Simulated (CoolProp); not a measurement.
Computed with CoolProp (reference Helmholtz-energy equation of state, Lemmon 2006). It is a short technical equation, of lower accuracy than the large ones.

Give the vapour pressure (bar), liquid density (kg/m³), vapour density (kg/m³), enthalpy of vaporisation (kJ/kg) of saturated acetone at 344.8, 381.8, 431 K.


```tsv
T (K)	p (bar)	liquid density (kg/m³)	vapour density (kg/m³)	enthalpy of vaporisation (kJ/kg)
344.8	1.68	730	3.66	484
381.8	4.62	682	9.73	437
431	13.3	606	28.8	358
```
